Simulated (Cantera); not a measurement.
What does this Cantera script print?

```python
import numpy as np
import cantera as ct

gas_names = """
    CL CLO CL2 Mg MgCL MgCL2 MgN MgO Mg2 N NO NO2 NO3 N2 N2O O O2 O3
""".split()
cond_names = """
    Mg(cr) Mg(L) MgCL2(s) MgCL2(L) MgO(s) MgO(L)
""".split()


# ... load() reads the species with a 1 bar reference pressure and builds the phases ...
atoms = {
    'MgCl2': {'Mg': 1, 'CL': 2},
    'O2': {'O': 2},
    'N2': {'N': 2},
}
top_T = {}  # K; cautious upper limits of use, not melting points


# ... equilibrate(T, P, feed) seeds the gas with the atoms and calls Mixture.equilibrate('TP', solver="vcs", rtol=1e-11, max_steps=5000) ...
results = []
feed = {'MgCl2': 1, 'O2': 2.6, 'N2': 17}  # mol
P = 29  # Pa
for T in [1223, 1323, 1423, 1523, 1623, 1723, 1823, 1923, 2023, 2123]:
    mix = equilibrate(T, P, feed)
    results.append((T, P, feed, dict(zip(mix.species_names, mix.species_moles))))

top = {s: max(r[3][s] / sum(r[3][g] for g in gas_names) for r in results) for s in gas_names}
cols = sorted((s for s in top if top[s] > 0.0001), key=lambda s: -top[s])[:8]
seen = [c for c in cond_names if any(r[3].get(c, 0) > 1e-12 for r in results)]
print("log10 of partial pressures in bar; condensed amounts in mol")
print(f"{'T/K':>10s}" + "".join(f"{s[:9]:>10s}" for s in cols + seen))
for T, P, feed, n in results:
    ng = sum(n[g] for g in gas_names)
    print(f"{T:10.4g}" + "".join(f"{np.log10(max(n[s] / ng * P / 1e5, 1e-99)):10.3f}" for s in cols)
          + "".join(f"{n.get(c, 0):10.4g}" for c in seen))
```

It prints:

```
log10 of partial pressures in bar; condensed amounts in mol
       T/K        N2        O2        CL        Mg         O     MgCL2       CL2        NO    MgO(s)
      1223    -3.623    -4.505    -4.909   -18.278    -9.646    -5.443    -5.371    -7.307    0.7433
      1323    -3.626    -4.503    -4.782   -15.897    -8.827    -5.350    -5.927    -7.013    0.6789
      1423    -3.628    -4.507    -4.727   -13.853    -8.124    -5.379    -6.513    -6.762    0.6985
      1523    -3.629    -4.513    -4.695   -12.079    -7.515    -5.438    -7.055    -6.544    0.7363
      1623    -3.630    -4.518    -4.672   -10.527    -6.980    -5.503    -7.542    -6.354    0.7728
      1723    -3.630    -4.525    -4.654    -9.156    -6.508    -5.569    -7.979    -6.187    0.8043
      1823    -3.631    -4.534    -4.640    -7.937    -6.088    -5.633    -8.373    -6.040    0.8296
      1923    -3.633    -4.547    -4.631    -6.845    -5.715    -5.695    -8.732    -5.911    0.8403
      2023    -3.638    -4.564    -4.627    -5.860    -5.381    -5.761    -9.066    -5.799    0.7609
      2123    -3.664    -4.558    -4.645    -4.981    -5.067    -5.875    -9.411    -5.698   0.04082
```

Equilibrium computed with Cantera from the NASA thermochemical tables; the gas is ideal and each condensed phase is pure.
